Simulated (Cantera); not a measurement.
Input: 1 mol N2O, 0.054 mol O2, equilibrated at 1450 K and 750 Torr.

Equilibrium computed with Cantera from the NASA thermochemical tables; the gas is ideal and each condensed phase is pure. Rates play no part.

Problem. What is the equilibrium state?

Solution. 
| Property | Result |
|---|---|
| x(N2) | 0.643 |
| x(O2) | 0.356 |
| x(NO) | 0.00112 |
| x(NO2) | 9.15e-6 |
| x(O) | 1.20e-6 |
| gas amount | 1.554 mol |
